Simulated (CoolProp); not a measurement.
Vapour pressure (MPa) of n-undecane: the reference equation beside estimates from Tc = 638.8 K, pc = 1.990 MPa, ω = 0.539.

Values from CoolProp's reference Helmholtz-energy equation of state, Aleksandrov 2011. It is a short technical equation, of lower accuracy than the large ones.

| T (K) | reference | Redlich-Kwong | Peng-Robinson |
|---|---|---|---|
| 475.2 | [?] | 0.2850 | [?] |
| 479.7 | 0.1310 | 0.3065 | 0.1330 |
| 484.2 | 0.1452 | 0.3292 | 0.1476 |
| 488.7 | 0.1607 | [?] | 0.1633 |
| 493.2 | 0.1774 | [?] | [?] |
| 497.7 | 0.1954 | 0.4043 | 0.1988 |
| 502.2 | 0.2147 | 0.4318 | 0.2187 |
| 506.7 | 0.2356 | 0.4606 | 0.2401 |
| 511.2 | 0.2580 | 0.4906 | 0.2631 |
| 515.6 | 0.2814 | [?] | 0.2872 |
| 520.1 | 0.3071 | 0.5540 | 0.3136 |

### Question
Some entries are withheld; supply them.

### Answer

- 475.2, reference: 0.1179
- 475.2, Peng-Robinson: 0.1196
- 488.7, Redlich-Kwong: 0.3531
- 493.2, Redlich-Kwong: 0.3781
- 493.2, Peng-Robinson: 0.1804
- 515.6, Redlich-Kwong: 0.5213

Absolute difference from the reference over all 11 rows, mean and median: Redlich-Kwong 108.6 and 106.9 %, Peng-Robinson 1.8 and 1.7 %.
